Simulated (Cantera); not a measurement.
Feed: 1 mol ZrO2, 580 mol H2, 0.048 mol H2O, equilibrated at 5800 Pa.

Method: chemical equilibrium by Gibbs-energy minimisation in Cantera with the NASA 1993 tables (ideal gas, pure condensed phases). Candidate condensed phases: H2O, Zr, ZrO2; 12 gas species. Equilibrium is a limit: real reactors are often held back by kinetics, nucleation or transport. All values below are at 1373 K.

Base state: H2 1.000, H2O 8.28e-5, H 1.38e-5 (mole fractions); condensed: ZrO2(monoclinic).

What changes in the equilibrium state with this change: ZrO2 replaced by Fe3O4?


```tsv
species	before	after
H2	1.000	0.993
H2O	8.28e-5	0.00698
H	1.38e-5	1.38e-5
ZrO2(monoclinic), mol	1.00	0
Fe(γ), mol	0	3.00
```
Further candidate phases: Fe, FeO, Fe(OH)2, Fe(OH)3, Fe2O3, Fe3O4.
